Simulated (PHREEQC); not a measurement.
Dissolve 0.12 mol CuSO4, 8.3e-05 mol MgSO4 and 0.00047 mol NaH2PO4 per kg of water at 25 °C. Closed to the air; pH follows from the charge balance.

Equilibrium calculation in PHREEQC: ion-association model, wateq4f.dat.

No solid was allowed to form.

Question: Estimate the pH, ionic strength.

Answer: pH 4.50; ionic strength 0.243 mol/kgw.

Question: In which forms is Na present?

Answer: Na+ 92 %, NaSO4- 7.6 % of the Na.

The solution is supersaturated, for example in Antlerite, Brochantite, so a real one may precipitate; this is no full list. Complexes and solids missing from the database can't appear. H3PO4, which wateq4f.dat lacks, is added to it with the constant of phreeqc.dat. The database has no phosphate complexes of Cu.
